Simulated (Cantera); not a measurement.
A perfectly stirred reactor is fed with H₂ : O₂ : N₂ : NO = 1 : 0.625 : 2.35 : 0.015 (molar parts), at 495 Torr; it is adiabatic with a 475 K inlet, and is followed from long to short residence time, starting on the burning branch (τ in s: 0.41, 0.13, 0.042, 0.013, 0.0042, 0.0013, 0.00042, 0.00013, 4.2e-05).

Detailed kinetics in Cantera: GRI-Mech 3.0 (53 species, 325 reactions). The mechanism lacks 2 NO + O2 → 2 NO2 and HONO, so NO2 and the effect of NO are under-described below about 1400 K.

Problem. Predict: blow-out, bracketed by the residence times tried; x(H₂) at τ = 0.410 s; x(O₂) at τ = 0.410 s; x(NO) at τ = 0.410 s; x(N₂) at τ = 0.410 s; x(NO₂) at τ = 0.410 s; x(H₂) at τ = 4.20 ms; x(O₂) at τ = 4.20 ms; x(NO) at τ = 4.20 ms; x(N₂) at τ = 4.20 ms; x(NO₂) at τ = 4.20 ms.

Solution. 
| Quantity | Result |
|---|---|
| blow-out, bracketed by the residence times tried | burning at 42.0 µs, the shortest tried |
| x(H₂) at τ = 0.410 s | 0.00349 |
| x(O₂) at τ = 0.410 s | 0.0345 |
| x(NO) at τ = 0.410 s | 0.00532 |
| x(N₂) at τ = 0.410 s | 0.670 |
| x(NO₂) at τ = 0.410 s | 1.99e-6 |
| x(H₂) at τ = 4.20 ms | 0.0104 |
| x(O₂) at τ = 4.20 ms | 0.0366 |
| x(NO) at τ = 4.20 ms | 0.00427 |
| x(N₂) at τ = 4.20 ms | 0.665 |
| x(NO₂) at τ = 4.20 ms | 8.50e-7 |
